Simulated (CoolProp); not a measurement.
Computed with CoolProp (reference Helmholtz-energy equation of state, Bücker 2006).

Question: For n-butane, give the phase and the cp (kJ/(kg K)), speed of sound (m/s), conductivity (mW/(m K)) at 430.6 K and 0.123 MPa; 430.6 K and 0.441 MPa.

Answer: 
- 430.6 K and 0.123 MPa: gas; cp 2.29, speed of sound 254, conductivity 32.5
- 430.6 K and 0.441 MPa: gas; cp 2.32, speed of sound 248, conductivity 32.8

Thermal conductivity comes from a separate model (Perkins 2002).
